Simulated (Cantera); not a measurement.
An isothermal, constant-pressure homogeneous reactor starts with H2 : O2 : H2O = 0.011 : 1 : 0.0031 (molar parts), equivalence ratio 0.0055, at 1473 K and 0.0133 bar.

Computed with Cantera and GRI-Mech 3.0 (53 species, 325 reactions). Radical loss at walls, strong at low pressure, is not modelled.

x: mole fraction; the columns are a selection and need not sum to one.

```csv
t (s),x H2,x O2,x HO2,x H2O,x H2O2,x O
3.00e-5,0.0108,0.986,…,0.00306,2.07e-12,1.09e-8
0.000105,0.0108,0.986,…,0.00306,2.44e-11,6.65e-8
0.000370,0.0108,0.986,…,0.00306,2.57e-10,4.83e-7
0.00130,0.0108,0.986,…,0.00308,1.98e-9,2.49e-5
0.00456,0.000135,0.976,…,0.0126,1.06e-8,0.00909
0.0160,5.59e-5,0.976,3.78e-7,0.0128,9.10e-9,0.00908
0.0562,5.15e-5,0.977,3.62e-7,0.0128,8.81e-9,0.00833
0.197,3.96e-5,0.979,…,0.0130,7.89e-9,0.00632
0.693,1.91e-5,0.982,…,0.0134,5.60e-9,0.00298
2.43,4.47e-6,0.985,…,0.0137,2.49e-9,0.000684
8.54,6.78e-7,0.986,…,0.0139,6.99e-10,0.000102
30.0,1.78e-7,0.986,…,0.0139,2.98e-10,2.68e-5
```

### Question
Complete the blanks.

### Answer

- 3.00e-5, x HO2: 1.97e-8
- 0.000105, x HO2: 6.92e-8
- 0.000370, x HO2: 2.42e-7
- 0.00130, x HO2: 8.30e-7
- 0.00456, x HO2: 4.13e-7
- 0.197, x HO2: 3.13e-7
- 0.693, x HO2: 2.05e-7
- 2.43, x HO2: 8.50e-8
- 8.54, x HO2: 4.61e-8
- 30.0, x HO2: 6.21e-8
